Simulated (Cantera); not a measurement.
A perfectly stirred reactor is fed with NH₃ : H₂ = 1 : 2.4 (molar parts), at 760 Torr; it is held at 2223 K, and followed from long to short residence time.

Model: the gas-phase N/H chemistry of the illustrative SiF4/NH3 mechanism in the Surface Chemkin manual (1991), integrated in Cantera. Walls and surfaces, which speed up NH3 decomposition in real reactors, are not modelled.

Q: What does this change do: temperature 2223 to 1400 K?

A: 
| quantity | before | after |
|---|---|---|
| x(NH₃) at τ = 5.70 s | 0.000772 | 0.293 |
| x(H₂) at τ = 5.70 s | 0.880 | 0.706 |
| x(N₂H₂) at τ = 5.70 s | 1.52e-9 | 4.11e-9 |
| x(NH) at τ = 5.70 s | 2.65e-6 | 2.36e-9 |
| x(N₂H₄) at τ = 5.70 s | 2.43e-11 | 5.97e-9 |
| x(NH₃) at τ = 82.0 ms | 0.0142 | 0.294 |
| x(H₂) at τ = 82.0 ms | 0.874 | 0.706 |
| x(N₂H₂) at τ = 82.0 ms | 1.31e-7 | 3.52e-9 |
| x(NH) at τ = 82.0 ms | 1.79e-5 | 2.01e-9 |
| x(N₂H₄) at τ = 82.0 ms | 3.06e-9 | 5.11e-9 |
